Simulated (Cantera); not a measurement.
## Fluorocarbon and chlorocarbon gases: CCl4 + F2

Feed: 1 mol CCl4, a varied amount of F2, equilibrated at 2477 °C and 14.0 mbar.

Cantera equilibrium calculation (NASA polynomials, part measured and part estimated; ideal gas, pure solids and liquids). Candidate condensed phases: C; 27 gas species. The tables' values for CCl are old estimates; treat these amounts as uncertain. Rates play no part.

From 0.043 mol F2 to 1.7 mol F2 the condensed part is C(graphite). The main C-bearing gas is C3 at 0.043 mol F2 and CF2 at 1.7 mol F2. The share of C in condensed phases is highest at 0.043 mol F2 (97.7 %) and lowest at 1.7 mol F2 (48.9 %).

```
n(F2) (mol)   x Cl     x F     x CF2     x CF     x C3     x Cl2  n C(graphite)
-----------  -----  ------  --------  -------  -------  --------  -------------
0.043        0.977  0.0195  0.000123  0.00127  0.00121  0.000372          0.977
0.058        0.970  0.0260  0.000218  0.00170  0.00121  0.000367          0.975
0.079        0.960  0.0349  0.000393  0.00228  0.00121  0.000359          0.971
0.11         0.947  0.0475  0.000729  0.00311  0.00121  0.000349          0.966
0.15         0.930  0.0630   0.00128  0.00412  0.00121  0.000337          0.959
0.2          0.909  0.0813   0.00214  0.00532  0.00121  0.000322          0.949
0.27         0.882   0.105   0.00357  0.00688  0.00121  0.000303          0.934
0.37         0.847   0.136   0.00597  0.00889  0.00121  0.000280          0.910
0.5          0.806   0.171   0.00948   0.0112  0.00121  0.000253          0.876
0.68         0.756   0.214    0.0147   0.0140  0.00121  0.000223          0.826
0.92         0.699   0.260    0.0219   0.0170  0.00121  0.000190          0.753
1.3          0.625   0.319    0.0329   0.0209  0.00121  0.000152          0.628
1.7          0.563   0.367    0.0435   0.0240  0.00121  0.000124          0.489
```
x: gas mole fraction; n: condensed amount in mol.
